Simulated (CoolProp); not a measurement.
cis-2-butene at several states: Z from the reference equation and from simpler models built on Tc = 435.8 K, pc = 4.236 MPa, ω = 0.202; each cubic takes its own stable root.

Model: reference Helmholtz-energy equation of state, Lemmon 2005, in CoolProp. It is a short technical equation, of lower accuracy than the large ones.

| T (K) | p (MPa) | phase | reference | van der Waals | Redlich-Kwong |
|---|---|---|---|---|---|
| 274.5 | 0.0899 | gas | 0.9627 | 0.9813 | 0.9735 |
| 264.3 | 0.315 | liquid | 0.01229 | 0.9246 | 0.01357 |
| 275.7 | 0.0244 | gas | 0.9903 | 0.9950 | 0.9930 |
| 296.3 | 2.51 | liquid | 0.09204 | 0.1477 | 0.1020 |

At some of these states van der Waals gives the other phase, because its saturation line lies elsewhere.
